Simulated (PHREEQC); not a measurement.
0.045 g of hydrous ferric oxide (600 m²/g; 0.2 weak and 0.005 strong sites per Fe, Dzombak-Morel constants, diffuse double layer) in 1 kg of water with 0.1 mol/kgw of an inert sodium salt and 7.4e-05 mol/kgw CuSO4 and 0.00024 mol/kgw H3BO3, at 25 °C; the pH is set by adding NaOH or the inert anion's acid. Oxygen alone is held at its pressure in air (log pO2 = -0.68). No CO2 enters from the air. Precipitation was switched off in this run.

Model: ion-association model, wateq4f.dat, run in PHREEQC.

```
pH    S sorbed (%)  Cu sorbed (%)  B sorbed (%)  surface charge σ (C/m²)  surface potential ψ (mV)
----  ------------  -------------  ------------  -----------------------  ------------------------
4             34.7            0.4           0.0                    0.168                       114
4.5           31.4            2.3           0.0                    0.158                       111
5             25.6            7.6           0.0                    0.142                       105
5.5           18.8           26.5           0.0                    0.127                       100
6             14.7           55.9           0.0                    0.123                        98
6.5           12.7              …           0.0                    0.127                       100
7              9.2           81.2           0.0                        …                        99
7.5            3.8           77.5           0.0                    0.102                        89
8              0.8           70.7           0.0                    0.068                        70
8.5            0.1           65.4           0.0                    0.038                         …
9              0.0           61.4           0.0                    0.015                        20
9.5            0.0              …           0.0                   -0.005                        -7
10             0.0           54.6           0.0                   -0.026                       -34
10.5           0.0              …           0.0                   -0.054                       -60
11             0.0           43.2           0.0                   -0.094                       -85
11.5           0.0           33.7           0.0                   -0.150                      -107
12             0.0           20.6           0.0                   -0.228                      -126
```

What belongs in the gaps?


- 6.5, Cu sorbed (%): 74.6
- 7, surface charge σ (C/m²): 0.125
- 8.5, surface potential ψ (mV): 46
- 9.5, Cu sorbed (%): 58.1
- 10.5, Cu sorbed (%): 49.9

Along this series the solution becomes supersaturated in solids that the run did not let form, among them Cu(OH)2, Brochantite. The database's constant for dissolved Cu(OH)2 is higher than later reviews accept.
